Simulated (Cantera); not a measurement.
Input: 1 mol SiCl4, 32 mol H2, equilibrated at 1350 K and 1.00 bar.

These are equilibrium values from Cantera (NASA tables, ideal gas, pure condensed phases), not measurements of a reactor. Candidate condensed phases: Si; 19 gas species. The tables' values for SiCl3 are old estimates; treat these amounts as uncertain. Kinetics and transport are ignored.

Base state: H2 0.925, HCl 0.0509, SiCl2 0.00786, SiHCl3 0.00611, SiCl4 0.00586, SiCl3 0.00304, SiH2Cl2 0.000928, SiH3Cl 4.01e-5 (mole fractions); condensed: Si(s).

Question: What changes in the equilibrium state with this change: H2 from 32 to 270 mol?

Answer: 
```json
[
 {"species": "H2", "before": "0.925", "after": "0.986"},
 {"species": "HCl", "before": "0.0509", "after": "0.0131"},
 {"species": "SiCl2", "before": "0.00786", "after": "0.000488"},
 {"species": "SiCl4", "before": "0.00586", "after": "2.26e-5"},
 {"species": "SiCl3", "before": "0.00304", "after": "4.70e-5"},
 {"species": "Si(s), mol", "before": "0.201", "after": "0.802"}
]
```
